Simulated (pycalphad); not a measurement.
## Freezing of Si-Al alloys with rising Al

Computed with pycalphad from the COST 507 light-alloy database (1999), at 1 atm. The database dates from 1999; later assessments differ in places, in temperatures and in the compounds included. Amounts are mole fractions of atoms.

Scheil-Gulliver runs (no diffusion in the solid, steps of 4 K) beside full equilibrium.

```
alloy              liquidus (K)  Scheil, half solid (K)  Scheil, 80 % solid (K)  Scheil, invariant end (K)  liquid left at that end  equilibrium solidus (K)
-----------------  ------------  ----------------------  ----------------------  -------------------------  -----------------------  -----------------------
Si-9.19Al (wt.%)           1641                    1588                    1360                        850                     0.11                      850
Si-18.44Al (wt.%)          1588                    1448    at the invariant end                        850                     0.22                      850
Si-37.16Al (wt.%)          1448                    1024    at the invariant end                        850                     0.43                      850
Si-75.47Al (wt.%)             …                       …    at the invariant end                        850                        …                      850
```

Problem. Fill in the missing entries.

Solution. 
- Si-75.47Al (wt.%), liquidus (K): 1024
- Si-75.47Al (wt.%), Scheil, half solid (K): at the invariant end
- Si-75.47Al (wt.%), liquid left at that end: 0.87
